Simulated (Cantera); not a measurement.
**Reactions in the system C-H-O-Ta**

Standard-state values (1 bar) from the NASA 1993 polynomials, evaluated with Cantera. Values are per mole of reaction as written; species without (g) are pure solids or liquids, kept so even where they would boil at 1 bar. TaC: taken at fixed stoichiometry.

4 TaO2(g) + 3 C2H2(g) ⇌ 7 O(g) + C2H5OH(g) + 4 TaC

```csv
T (K),ΔH° (kJ),ΔS° (J/K),ΔG° (kJ),log10 K
1350,1118.4,-53.8,1191.0,-46.08
1400,1122.1,-51.1,1193.6,-44.53
1450,1125.9,-48.5,1196.1,-43.09
1500,1129.7,-45.9,1198.5,-41.73
1550,1133.5,-43.4,1200.7,-40.46
1600,1137.4,-40.9,1202.8,-39.27
1650,1141.3,-38.5,1204.8,-38.14
1700,1145.3,-36.1,1206.7,-37.08
1750,1149.4,-33.7,1208.4,-36.07
```
